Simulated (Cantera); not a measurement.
An adiabatic, constant-pressure homogeneous reactor starts with CH4 : O2 : N2 : H2O = 1 : 1.18 : 4.42 : 1.1 (molar parts), at 1800 K and 9.87 atm. Integrator tolerance rtol = 1e-08.

Model: GRI-Mech 3.0 (53 species, 325 reactions), integrated in Cantera.

**Question.** What does this change do: initial temperature 1800 to 1498 K?

**Answer.** 
| quantity | before | after |
|---|---|---|
| time of steepest temperature rise | 23.0 µs | 0.334 ms |
| temperature at 0.100 s | 2775 K | 2545 K |
| equilibrium temperature | 2775 K | 2545 K |
| x(CH4) at 0.100 s | 4.60e-11 (gas-phase equilibrium 5.25e-11) | 1.07e-10 (gas-phase equilibrium 1.21e-10) |
| x(O2) at 0.100 s | 0.000226 (gas-phase equilibrium 0.000226) | 3.12e-5 (gas-phase equilibrium 3.12e-5) |
| x(H2O) at 0.100 s | 0.250 (gas-phase equilibrium 0.250) | 0.254 (gas-phase equilibrium 0.254) |
| x(CH2O) at 0.100 s | 3.65e-8 (gas-phase equilibrium 3.65e-8) | 3.63e-8 (gas-phase equilibrium 3.63e-8) |
| x(HO2) at 0.100 s | 4.55e-7 (gas-phase equilibrium 4.55e-7) | 6.12e-8 (gas-phase equilibrium 6.12e-8) |
| x(NO) at 0.100 s | 0.000944 (gas-phase equilibrium 0.000944) | 0.000246 (gas-phase equilibrium 0.000246) |
